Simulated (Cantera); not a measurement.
Cantera run:

```python
import numpy as np
import cantera as ct

gas_names = """
    C CN CO CO2 C2 CCN CNC C2N2 C2O C3 C3O2 C4 C4N2 C5 Fe FeC5O5 FeO N NCO NO NO2 NO3 N2 N2O O O2 O3
""".split()
cond_names = """
    C(gr) Fe(a) Fe(c) Fe(d) Fe(L) FeC5O5(L) FeO(s) FeO(L) Fe2O3(s) Fe3O4(s)
""".split()


# ... load() reads the species with a 1 bar reference pressure and builds the phases ...
atoms = {
    'Fe3O4': {'Fe': 3, 'O': 4},
    'CO': {'C': 1, 'O': 1},
    'N2': {'N': 2},
}
top_T = {'C(gr)': 4500, 'Fe2O3(s)': 1830, 'Fe3O4(s)': 1870}  # K; cautious upper limits of use, not melting points


# ... equilibrate(T, P, feed) seeds the gas with the atoms and calls Mixture.equilibrate('TP', solver="vcs", rtol=1e-11, max_steps=5000) ...
results = []
T = 1175  # K
P = 1600  # Pa
for m in [1.6, 2.3, 2.9, 3.6, 4.3, 4.9, 5.6, 6.2, 6.9, 7.6]:
    feed = {'Fe3O4': 1, 'CO': m, 'N2': 18}  # mol
    mix = equilibrate(T, P, feed)
    results.append((T, P, feed, dict(zip(mix.species_names, mix.species_moles))))
    x = sorted(zip(gas.X, gas.species_names), reverse=True)
    print(f"T = {T:g} K  P = {P:g} Pa  n(CO) = {m:g} mol  gas = {mix.phase_moles(0):.4g} mol")
    print("   x: " + "  ".join(f"{s} {v:.3e}" for v, s in x if v > 1e-06))
    print("   condensed (mol): " + ("  ".join(f"{mix.phase(i).name} {mix.phase_moles(i):.4g}"
          for i in range(1, mix.n_phases) if mix.phase_moles(i) > 1e-12) or "none"))
```

Result:

```
T = 1175 K  P = 1600 Pa  n(CO) = 1.6 mol  gas = 19.6 mol
   x: N2 9.184e-01  CO2 5.102e-02  CO 3.061e-02
   condensed (mol): FeO(s) 3
T = 1175 K  P = 1600 Pa  n(CO) = 2.3 mol  gas = 20.3 mol
   x: N2 8.867e-01  CO 6.404e-02  CO2 4.926e-02
   condensed (mol): FeO(s) 3
T = 1175 K  P = 1600 Pa  n(CO) = 2.9 mol  gas = 20.9 mol
   x: N2 8.612e-01  CO 9.091e-02  CO2 4.785e-02
   condensed (mol): FeO(s) 3
T = 1175 K  P = 1600 Pa  n(CO) = 3.6 mol  gas = 21.6 mol
   x: N2 8.333e-01  CO 1.204e-01  CO2 4.630e-02
   condensed (mol): FeO(s) 3
T = 1175 K  P = 1600 Pa  n(CO) = 4.3 mol  gas = 22.3 mol
   x: N2 8.072e-01  CO 1.480e-01  CO2 4.484e-02
   condensed (mol): FeO(s) 3
T = 1175 K  P = 1600 Pa  n(CO) = 4.9 mol  gas = 22.9 mol
   x: N2 7.860e-01  CO 1.703e-01  CO2 4.367e-02
   condensed (mol): FeO(s) 3
T = 1175 K  P = 1600 Pa  n(CO) = 5.6 mol  gas = 23.6 mol
   x: N2 7.627e-01  CO 1.949e-01  CO2 4.237e-02
   condensed (mol): FeO(s) 3
T = 1175 K  P = 1600 Pa  n(CO) = 6.2 mol  gas = 24.2 mol
   x: N2 7.438e-01  CO 2.124e-01  CO2 4.384e-02
   condensed (mol): Fe(a) 0.06088  FeO(s) 2.939
T = 1175 K  P = 1600 Pa  n(CO) = 6.9 mol  gas = 24.9 mol
   x: N2 7.229e-01  CO 2.297e-01  CO2 4.742e-02
   condensed (mol): Fe(a) 0.1807  FeO(s) 2.819
T = 1175 K  P = 1600 Pa  n(CO) = 7.6 mol  gas = 25.6 mol
   x: N2 7.031e-01  CO 2.461e-01  CO2 5.080e-02
   condensed (mol): Fe(a) 0.3004  FeO(s) 2.7
```

These are equilibrium values from Cantera (NASA tables, ideal gas, pure condensed phases), not measurements of a reactor. Mutual solubility and eutectic melting of coexisting phases are not modelled. The tables' stoichiometric FeO is somewhat more stable than real wüstite, so its field is too wide. FeO: taken at fixed stoichiometry.
